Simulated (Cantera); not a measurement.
Thermodynamics of halide evaporation, hydrolysis and transport, feed BaF₂ + O₂ + H₂

A closed system holds: 1 mol BaF₂, a varied amount of O₂, 0.14 mol H₂, equilibrated at 0.0410 bar.

Cantera equilibrium calculation (NASA polynomials, part measured and part estimated; ideal gas, pure solids and liquids). Candidate condensed phases: Ba, BaF₂, BaO, Ba(OH)₂, H₂O; 27 gas species. Mutual solubility and eutectic melting of coexisting phases are not modelled. Equilibrium is a limit: real reactors are often held back by kinetics, nucleation or transport.

**Question.** Map the stable condensed phases over T = 1875, 1900, 1925, 1950, 1975, 2000, 2025, 2050, 2075, 2100, 2125 K and n(O₂) in mol = 0.063, 0.11, 0.2, 0.35, 0.62, 1.1, 1.9, 3.4, 6.1.

**Answer.** 
```
T in K \ n(O₂) in mol
         0.063  0.11   0.2  0.35  0.62   1.1   1.9   3.4   6.1
   2125      A     A     A     A     A     A     A     A     A
   2100      A     A     A     A     A     A     A     A     A
   2075      A     A     A     A     A     A     A     A     A
   2050      A     A     A     A     A     A     A     A     A
   2025      B     B     B     B     A     A     A     A     A
   2000      B     B     B     B     B     A     A     A     A
   1975      B     B     B     B     B     B     A     A     A
   1950      B     B     B     B     B     B     A     A     A
   1925      B     B     B     B     B     B     B     A     A
   1900      B     B     B     B     B     B     B     B     A
   1875      B     B     B     B     B     B     B     B     A
```
A: BaO; B: BaF₂ + BaO.
